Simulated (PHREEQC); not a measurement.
Make-up at 20 °C: 0.0022 mol TMAH and 0.00031 mol H4SiO4 per kg of water. Closed to the air; pH follows from the charge balance.

Computed with PHREEQC (ion-association model, wateq4f.dat).

| quantity | before | after |
|---|---|---|
| pH | 11.42 | 10.37 |
| ionic strength (mol/kgw) | 0.00220 | 0.00226 |
| H3SiO4- (mol/kgw) | 0.000297 | 0.000233 |
| H4SiO4 (mol/kgw) | 8.64e-6 | 7.63e-5 |
| H2SiO4-2 (mol/kgw) | 4.45e-6 | 3.12e-7 |
| SI of Quartz (SiO2) | -1.01 | -0.06 |

Q: Which change was made?
(A) H4SiO4 replaced by (NH4)2SiF6 at the same molality
(B) H4SiO4 from 0.00031 to 0.000279 mol/kgw
(C) 0.0017 mol/kgw NH4Cl added
(D) H4SiO4 from 0.00031 to 0.000341 mol/kgw
(E) H4SiO4 replaced by Na2SiF6 at the same molality

A: A, H4SiO4 replaced by (NH4)2SiF6 at the same molality

No solid was allowed to form. (CH3)4N+ isn't in the database: it is added as a free cation with an ion size of 4 Å. SiF6-2 is the database's only silicon fluoride.
